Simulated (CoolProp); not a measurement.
Model: reference Helmholtz-energy equation of state, Lemmon 2006, in CoolProp. It is a short technical equation, of lower accuracy than the large ones.

For CH3F (R41), give the phase and the density (kg/m³), fugacity coefficient at 425 K and 3690 kPa.


- 425 K and 3690 kPa: gas; density 39.1, fugacity coefficient 0.912
